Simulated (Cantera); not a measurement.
**Ignition delay**

Mixture: H2 : O2 : N2 : H2O = 1 : 0.526 : 1.98 : 0.88 (molar parts), equivalence ratio 0.95, at 20.0 bar, adiabatic and at constant pressure. Ignition delay is the time to a rise of 400 K.

Detailed kinetics in Cantera: GRI-Mech 3.0 (53 species, 325 reactions). The hydrogen kinetics of GRI-Mech 3.0 are dated; newer H2 mechanisms differ, most at raised pressure. The pressure lies above the range GRI-Mech 3.0 was tuned for (to about 10 atm).

```json
[
 {"T0 (K)": "975", "delay (ms)": "12.8"},
 {"T0 (K)": "1050", "delay (ms)": "2.74"},
 {"T0 (K)": "1125", "delay (ms)": "0.728"},
 {"T0 (K)": "1200", "delay (ms)": "0.226"},
 {"T0 (K)": "1275", "delay (ms)": "0.0772"},
 {"T0 (K)": "1350", "delay (ms)": "0.0278"},
 {"T0 (K)": "1425", "delay (ms)": "0.0102"},
 {"T0 (K)": "1500", "delay (ms)": "0.00383"},
 {"T0 (K)": "1575", "delay (ms)": "0.00168"},
 {"T0 (K)": "1650", "delay (ms)": "0.000945"}
]
```

| Quantity | Result |
|---|---|
| apparent activation energy between 1500 and 1650 K | 190 kJ/mol |
